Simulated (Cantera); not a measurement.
Feed: 1 mol Si₃N₄, 0.69 mol C, a varied amount of H₂, at 1848.15 K and 0.133 bar.

Equilibrium computed with Cantera from the NASA thermochemical tables; the gas is ideal and each condensed phase is pure. Candidate condensed phases: C, C₆H₆, C₇H₈, C₈H₁₈, Si, SiC, Si₃N₄; 105 gas species. Mutual solubility and eutectic melting of coexisting phases are not modelled. Gases not in the tables: Si₂H₆ and higher silanes. Rates play no part.

Which condensed phases are stable at each of these points (n(H₂) (mol)): 0.046, 0.07, 0.11, 0.16, 0.24, 0.37, 0.56, 0.85, 1.3, 2, 3?


| n(H₂) (mol) | condensed phases | Si condensed (%) |
|---|---|---|
| 0.046 | SiC(s) + Si₃N₄(s) | 100.0 |
| 0.07 | SiC(s) + Si₃N₄(s) | 100.0 |
| 0.11 | SiC(s) + Si₃N₄(s) | 100.0 |
| 0.16 | SiC(s) + Si₃N₄(s) | 100.0 |
| 0.24 | SiC(s) + Si₃N₄(s) | 100.0 |
| 0.37 | SiC(s) + Si₃N₄(s) | 100.0 |
| 0.56 | SiC(s) + Si₃N₄(s) | 100.0 |
| 0.85 | SiC(s) + Si₃N₄(s) | 100.0 |
| 1.3 | SiC(s) + Si₃N₄(s) | 100.0 |
| 2 | SiC(s) + Si₃N₄(s) | 100.0 |
| 3 | Si(l) + SiC(s) + Si₃N₄(s) | 100.0 |

From 0.046 mol H₂ to 2 mol H₂ the condensed part is SiC(s) + Si₃N₄(s). At 3 mol H₂ the condensed part is Si(l) + SiC(s) + Si₃N₄(s).
